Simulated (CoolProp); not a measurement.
Vapour-liquid equilibrium of R125 (1) + n-butane (2) at 245.6 K; x and y are mole fractions of (1).

Computed with CoolProp (multi-fluid Helmholtz-energy mixture model, Lemmon 2005 and Bücker 2006; pair parameters Bell 2016).

| x | bubble pressure (kPa) | y at the bubble point | dew pressure at overall composition x (kPa) | liquid density (mol/L) |
|---|---|---|---|---|
| 0.05 | 88.16 | 0.647 | 33.46 | 10.86 |
| 0.125 | 147.1 | 0.796 | 36.30 | 10.91 |
| 0.2 | 183.4 | 0.842 | 39.67 | 10.95 |
| 0.275 | 204.6 | 0.863 | 43.72 | 11.00 |
| 0.35 | 216.3 | 0.873 | 48.69 | … |
| 0.425 | 222.5 | 0.879 | 54.91 | … |
| 0.5 | 226.0 | 0.882 | 62.95 | 11.17 |
| 0.575 | 228.6 | 0.885 | 73.71 | 11.24 |
| 0.65 | 231.3 | 0.889 | 88.86 | 11.32 |
| 0.725 | … | 0.896 | 111.7 | 11.42 |
| 0.8 | 239.3 | 0.907 | 149.6 | 11.54 |
| 0.875 | 244.6 | 0.927 | 218.4 | 11.68 |
| 0.95 | 249.7 | 0.963 | 248.3 | 11.85 |

Problem. What belongs in the gaps?

Solution. 
- 0.35, liquid density (mol/L): 11.05
- 0.425, liquid density (mol/L): 11.11
- 0.725, bubble pressure (kPa): 234.8

No azeotrope shows between x = 0.05 and 0.95.

Pair parameters are fitted to limited data, so mixtures are less certain than the pure fluids. With so large a gap from Raoult's law the liquid may split in two, which this calculation doesn't test in full.
